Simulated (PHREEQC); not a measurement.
**Copper plating or etch bath**

A solution holds 0.0016 mol Cu(BF4)2, 0.23 mol HCl and 0.025 mol NaCl per kg of water, at 25 °C. Closed to the air; pH follows from the charge balance.

The numbers come from PHREEQC with the ion-association model, phreeqc.dat.

Each row changes one thing in this solution. Precipitation was switched off in this run.

| case | pH | HF (mol/kgw) | H3BO3 (mol/kgw) | BF4- (mol/kgw) | Cu+2 (mol/kgw) | CuCl+ (mol/kgw) |
|---|---|---|---|---|---|---|
| as made | 0.74 | 0.00681 | 0.00169 | 0.00143 | 0.00131 | 0.000272 |
| NaCl left out | 0.74 | 0.00686 | 0.00170 | 0.00142 | 0.00133 | 0.000256 |
| Cu(BF4)2 from 0.0016 to 0.0008 mol/kgw | 0.74 | 0.00503 | 0.00126 | 0.000315 | 0.000655 | 0.000136 |
| Cu(BF4)2 from 0.0016 to 0.0032 mol/kgw | 0.75 | 0.00844 | 0.00207 | 0.00414 | 0.00262 | 0.000541 |
| HCl from 0.23 to 0.253 mol/kgw | 0.70 | 0.00688 | 0.00171 | 0.00141 | 0.00129 | 0.000286 |

Complexes and solids missing from the database can't appear. Real BF4- forms and hydrolyses slowly; the run takes it at equilibrium.
